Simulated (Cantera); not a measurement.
What does this Cantera script print?

```python
import numpy as np
import cantera as ct

gas_names = """
    Br Br2 H HBr H2 N NH NH2 NH3 N2 N2H2 N2H4 Si SiBr SiBr2 SiBr3 SiBr4 SiH SiHBr3 SiH2 SiH2Br2 SiH3
    SiH3Br SiH4 SiN Si2 Si2N Si3
""".split()
cond_names = """
    Br2(cr) Br2(L) Si(cr) Si(L) Si3N4(a)
""".split()


# ... load() reads the species with a 1 bar reference pressure and builds the phases ...
atoms = {
    'Si': {'Si': 1},
    'HBr': {'H': 1, 'Br': 1},
    'N2': {'N': 2},
}
top_T = {'Si3N4(a)': 2400}  # K; cautious upper limits of use, not melting points


# ... equilibrate(T, P, feed) seeds the gas with the atoms and calls Mixture.equilibrate('TP', solver="vcs", rtol=1e-11, max_steps=5000) ...
results = []
T = 1200  # K
P = 38000  # Pa
for m in [0.1, 0.23, 0.52, 1.2, 2.7, 6, 13, 30, 68]:
    feed = {'Si': 1, 'HBr': 16, 'N2': m}  # mol
    mix = equilibrate(T, P, feed)
    results.append((T, P, feed, dict(zip(mix.species_names, mix.species_moles))))

top = {s: max(r[3][s] / sum(r[3][g] for g in gas_names) for r in results) for s in gas_names}
cols = sorted((s for s in top if top[s] > 1e-05), key=lambda s: -top[s])[:6]
seen = [c for c in cond_names if any(r[3].get(c, 0) > 1e-12 for r in results)]
print("log10 of partial pressures in bar; condensed amounts in mol")
print(f"{'n(N2)':>10s}" + "".join(f"{s[:9]:>10s}" for s in cols + seen))
for T, P, feed, n in results:
    ng = sum(n[g] for g in gas_names)
    print(f"{feed['N2']:10.4g}" + "".join(f"{np.log10(max(n[s] / ng * P / 1e5, 1e-99)):10.3f}" for s in cols)
          + "".join(f"{n.get(c, 0):10.4g}" for c in seen))
```

Result:

```
log10 of partial pressures in bar; condensed amounts in mol
     n(N2)        N2       HBr        H2     SiBr4        Br    SiHBr3
       0.1    -2.599    -0.520    -1.299    -1.602    -3.958    -4.167
      0.23    -2.241    -0.524    -1.302    -1.605    -3.960    -4.170
      0.52    -1.895    -0.532    -1.311    -1.614    -3.964    -4.179
       1.2    -1.551    -0.551    -1.329    -1.632    -3.974    -4.197
       2.7    -1.237    -0.589    -1.368    -1.671    -3.993    -4.236
         6    -0.964    -0.663    -1.442    -1.745    -4.030    -4.310
        13    -0.754    -0.788    -1.567    -1.870    -4.093    -4.435
        30    -0.596    -0.994    -1.773    -2.077    -4.196    -4.642
        68    -0.507    -1.260    -2.039    -2.344    -4.328    -4.909
```

Cantera equilibrium calculation (NASA polynomials, part measured and part estimated; ideal gas, pure solids and liquids). The tables' values for SiBr3 are old estimates; treat these amounts as uncertain.
